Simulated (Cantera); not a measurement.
A closed system holds: 1 mol Si₃N₄, 0.12 mol N₂O, 200 mol N₂, at 0.0620 bar.

Equilibrium computed with Cantera from the NASA thermochemical tables; the gas is ideal and each condensed phase is pure. Candidate condensed phases: Si, SiO₂, Si₂N₂O, Si₃N₄; 16 gas species. Mutual solubility and eutectic melting of coexisting phases are not modelled. Kinetics and transport are ignored. All values below are at 1427 °C.

Base state: N₂ 1.000, SiO 0.000291 (mole fractions); condensed: Si₂N₂O(s) + Si₃N₄(s).

### Question
What changes in the equilibrium state with this change: pressure from 0.0620 bar to 2.50 bar?

### Answer
| species | before | after |
|---|---|---|
| N₂ | 1.000 | 1.000 |
| SiO | 0.000291 | 2.10e-6 |
| Si₂N₂O(s), mol | 0.0617 | 0.120 |
| Si₃N₄(s), mol | 0.939 | 0.920 |
